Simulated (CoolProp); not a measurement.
n-hexane at 590.16 K and 1.61 MPa flows at 16 m/s in a round tube of 20 mm bore and 0.25 µm roughness, fully developed (64/Re and Nu = 3.66 if laminar; Colebrook and Gnielinski if turbulent). Each further row changes one setting.

The numbers come from the reference Helmholtz-energy equation of state, Thol 2019 in CoolProp.

| case | Reynolds number | Darcy friction factor | pressure drop (Pa/m) | heat-transfer coefficient (W/(m² K)) | mass flow (kg/h) |
|---|---|---|---|---|---|
| as stated | 738000 | 0.0125 | 2550 | [?] | 578 |
| velocity 32 m/s | 1480000 | 0.0113 | 9200 | [?] | [?] |
| diameter 40 mm | 1480000 | [?] | 1130 | 2200 | [?] |

Complete the blanks.


- as stated, heat-transfer coefficient (W/(m² K)): 2480
- velocity 32 m/s, heat-transfer coefficient (W/(m² K)): 4460
- velocity 32 m/s, mass flow (kg/h): 1160
- diameter 40 mm, Darcy friction factor: 0.0111
- diameter 40 mm, mass flow (kg/h): 2310

Viscosity comes from a separate model (Michailidou 2013). Thermal conductivity comes from a separate model (Assael 2013).
